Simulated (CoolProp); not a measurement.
Properties of ethanol along the isobar 1.85 bar (Tc = 514.7 K, pc = 62.68 bar, ω = 0.644).

Values from CoolProp's reference Helmholtz-energy equation of state, Schroeder 2014.

| T (K) | phase | cv (kJ/(kg K)) | isothermal compressibility (1/MPa) | viscosity (µPa s) | conductivity (mW/(m K)) | fugacity coefficient |
|---|---|---|---|---|---|---|
| 217.3 | liquid | 1.603 | 0.0006868 | 8030 | 187 | 5.454e-5 |
| 225.7 | liquid | 1.634 | 0.0007245 | [?] | 183 | 0.0001397 |
| 234.2 | liquid | 1.670 | 0.0007653 | 4840 | [?] | 0.0003355 |
| 242.6 | liquid | 1.710 | 0.0008081 | 3840 | 178 | [?] |
| 251.1 | liquid | 1.753 | 0.0008540 | 3070 | 175 | 0.001580 |
| 259.5 | liquid | 1.799 | 0.0009018 | 2500 | [?] | 0.003142 |
| 268 | liquid | 1.848 | 0.0009531 | 2040 | 170 | 0.005999 |
| 276.4 | liquid | 1.899 | 0.001007 | 1690 | 168 | 0.01088 |
| 284.9 | liquid | [?] | 0.001065 | 1410 | 166 | 0.01908 |

Problem. What belongs in the gaps?

Solution. 
- 225.7, viscosity (µPa s): 6190
- 234.2, conductivity (mW/(m K)): 180
- 242.6, fugacity coefficient: 0.0007468
- 259.5, conductivity (mW/(m K)): 172
- 284.9, cv (kJ/(kg K)): 1.953

Viscosity comes from a separate model (Kiselev 2005). Thermal conductivity comes from a separate model (Assael 2013).
